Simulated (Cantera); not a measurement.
An isothermal, constant-pressure homogeneous reactor starts with H2 : O2 = 0.036 : 1 (molar parts), equivalence ratio 0.018, at 925 K and 0.750 Torr.

Cantera simulation using GRI-Mech 3.0 (53 species, 325 reactions); the numbers are that mechanism's predictions, not measurements. Radical loss at walls, strong at low pressure, is not modelled. Below about 950 K walls govern HO2 and H2O2 in real vessels. The temperature is held fixed by assumption; the heat of reaction is taken as removed at once.

One state of this run: x H2 = 0.000271; x O2 = 0.951; x OH = 0.000611; x H = 0.00362; x H2O = 0.0327. x: mole fraction; the columns are a selection and need not sum to one.

Q: Which value of t (s) does it belong to?
(A) 90.0
(B) 0.000548
(C) 1.64
(D) 0.222

A: C, 1.64
